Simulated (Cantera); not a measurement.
Cantera with NASA thermochemical tables; ideal gases at 1 bar, condensed phases pure. Values are per mole of reaction as written; species without (g) are pure solids or liquids, kept so even where they would boil at 1 bar.

Ba + 2 H(g) + O₂(g) ⇌ Ba(OH)₂

```
T (K)  ΔH° (kJ)  ΔS° (J/K)  ΔG° (kJ)  log10 K   condensed phases
-----  --------  ---------  --------  -------  -----------------
300         ___        ___       ___      ___  Ba(s), Ba(OH)₂(s)
900         ___        ___       ___      ___  Ba(s), Ba(OH)₂(l)
1100        ___        ___       ___      ___  Ba(l), Ba(OH)₂(l)
1300    -1352.3     -346.0    -902.5    36.26  Ba(l), Ba(OH)₂(l)
1500    -1347.7     -342.7    -833.6    29.03  Ba(l), Ba(OH)₂(l)
1700        ___        ___       ___      ___  Ba(l), Ba(OH)₂(l)
1900    -1338.7     -337.4    -697.7    19.18  Ba(l), Ba(OH)₂(l)
```

Question: Some entries are withheld; supply them.

Answer: 
- 300, ΔH° (kJ): -1382.3
- 300, ΔS° (J/K): -389.8
- 300, ΔG° (kJ): -1265.4
- 300, log10 K: 220.31
- 900, ΔH° (kJ): -1354.2
- 900, ΔS° (J/K): -347.2
- 900, ΔG° (kJ): -1041.8
- 900, log10 K: 60.46
- 1100, ΔH° (kJ): -1357.1
- 1100, ΔS° (J/K): -350.0
- 1100, ΔG° (kJ): -972.1
- 1100, log10 K: 46.16
- 1700, ΔH° (kJ): -1343.1
- 1700, ΔS° (J/K): -339.9
- 1700, ΔG° (kJ): -765.4
- 1700, log10 K: 23.52
